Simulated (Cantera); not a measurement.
**Thermodynamics of fluorocarbon and chlorocarbon gases, feed CH3Cl + F2 + H2**

Input: 1 mol CH3Cl, 0.69 mol F2, 0.42 mol H2, at 1.50e-5 bar.

Method: chemical equilibrium by Gibbs-energy minimisation in Cantera with the NASA 1993 tables (ideal gas, pure condensed phases). Candidate condensed phases: C, C6H6, C7H8, C8H18; 118 gas species. Kinetics and transport are ignored.

```csv
T (°C),log p H,log p HF,log p HCl,log p H2,log p Cl,log p F,log p C,log p C3,n C(graphite)
1402,-6.66,-5.18,-5.34,-5.46,-6.66,-10.46,-14.15,-14.73,1.000
1602,-5.93,-5.21,-5.46,-5.50,-6.01,-9.26,-11.76,-11.99,1.000
1802,-5.42,-5.27,-5.79,-5.69,-5.65,-8.26,-9.84,-9.78,0.998
2002,-5.18,-5.35,-6.43,-6.22,-5.54,-7.27,-8.26,-7.98,0.986
2202,-5.13,-5.45,-7.23,-6.96,-5.54,-6.32,-6.93,-6.47,0.585
2402,-5.11,-5.79,-7.99,-7.64,-5.61,-5.76,-6.17,-6.30,0
2602,-5.10,-6.42,-8.65,-8.25,-5.66,-5.58,-5.79,-6.97,0
2802,-5.10,-7.09,-9.20,-8.79,-5.68,-5.55,-5.70,-8.27,0
3002,-5.10,-7.70,-9.68,-9.27,-5.68,-5.55,-5.68,-9.63,0
3202,-5.10,-8.25,-10.10,-9.69,-5.68,-5.54,-5.68,-10.86,0
```
log p: log10 of the partial pressure in bar; n: condensed amount in mol.

From 1402 °C to 2202 °C the condensed part is C(graphite). From 2402 °C to 3202 °C nothing is condensed. The main C-bearing gas is C2H2 (acetylene) at 1402 °C and C at 3202 °C.
